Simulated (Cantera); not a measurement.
A Cantera script and its output.

```python
import numpy as np
import cantera as ct

surf = ct.Interface("ptcombust.yaml", "Pt_surf")
gas = surf.adjacent["gas"]
gas.TPX = 975, 330000, {'CO': 0.0044, 'O2': 0.012, 'N2': 0.79}
surf.TP = 975, 330000
reactor = ct.FlowReactor(gas, clone=False)
reactor.area = 0.0001  # m2
reactor.surface_area_to_volume_ratio = 1900  # 1/m
reactor.mass_flow_rate = 4.2 * reactor.area * gas.density  # inlet velocity 4.2 m/s
reactor.energy_enabled = False
wall = ct.ReactorSurface(surf, reactor, clone=False)
net = ct.ReactorNet([reactor])
net.rtol, net.atol = 1e-8, 1e-16
show, cover = ['CO', 'O2', 'H2O', 'CO2'], ['PT(S)', 'H(S)', 'O(S)', 'OH(S)', 'CO(S)', 'C(S)']

rows = []
print(f"{'z/m':>9s}{'u/(m/s)':>9s}" + "".join(f"{s:>13s}" for s in show + cover))
for z in [4.6e-05, 7.7e-05, 0.00013, 0.00022, 0.00036, 0.0006, 0.001, 0.0017, 0.0028, 0.0046]:
    net.advance(z)
    rows.append([reactor.speed, *gas[show].X, *surf[cover].coverages])
    print(f"{z:9.4g}{rows[-1][0]:9.3g}" + "".join(f"{x:13.4e}" for x in rows[-1][1:]))
```

It prints:

```
      z/m  u/(m/s)           CO           O2          H2O          CO2        PT(S)         H(S)         O(S)        OH(S)        CO(S)         C(S)
  4.6e-05      4.2   3.6041e-03   1.3966e-02  -1.7380e-33   1.8574e-03   6.3418e-01   2.5078e-21   1.8099e-02   1.6505e-19   3.4772e-01   1.0581e-09
  7.7e-05     4.19   2.0449e-03   1.3196e-02  -9.8460e-34   3.4208e-03   7.3782e-01   1.1293e-21   3.5509e-02   3.0383e-20   2.2667e-01   4.0903e-10
  0.00013     4.19   4.3253e-04   1.2400e-02  -6.4361e-34   5.0376e-03   2.7441e-01   9.8579e-24   7.2464e-01  -8.5648e-21   9.4954e-04   3.1228e-14
  0.00022     4.19   1.8608e-04   1.2278e-02  -2.7116e-34   5.2847e-03   2.3450e-01   2.2143e-24   7.6522e-01   2.3212e-20   2.8399e-04   7.5581e-15
  0.00036     4.19   6.2125e-05   1.2217e-02   8.3161e-35   5.4090e-03   2.2223e-01   4.9590e-24   7.7769e-01   3.4629e-20   8.3910e-05   2.0824e-15
   0.0006     4.19   1.0687e-05   1.2191e-02   2.3085e-35   5.4606e-03   2.1792e-01   4.8107e-24   7.8206e-01   3.4286e-20   1.3811e-05   3.3423e-16
    0.001     4.19   6.0058e-07   1.2186e-02   2.1250e-36   5.4707e-03   2.1713e-01   4.4610e-24   7.8287e-01   3.2099e-20   7.6972e-07   1.8540e-17
   0.0017     4.19   3.9432e-09   1.2186e-02   7.6724e-37   5.4713e-03   2.1708e-01   4.4455e-24   7.8292e-01   3.2002e-20   5.0512e-09   1.2163e-19
   0.0028     4.19   1.4660e-12   1.2186e-02   6.2585e-34   5.4713e-03   2.1708e-01   4.4244e-24   7.8292e-01   3.1851e-20   1.8780e-12   4.5222e-23
   0.0046     4.19  -5.9770e-17   1.2186e-02  -1.4142e-33   5.4713e-03   2.1708e-01   4.3919e-24   7.8292e-01   3.1617e-20   4.9557e-18   1.1933e-28
```

Cantera simulation using Deutschmann's 1995 Pt surface mechanism with GRI-Mech 3.0 gas chemistry; the numbers are that mechanism's predictions, not measurements. Catalytic surfaces can have several steady states; this one follows from the mechanism file's or the stated starting coverage. Mass transfer to the wall is taken as infinitely fast.
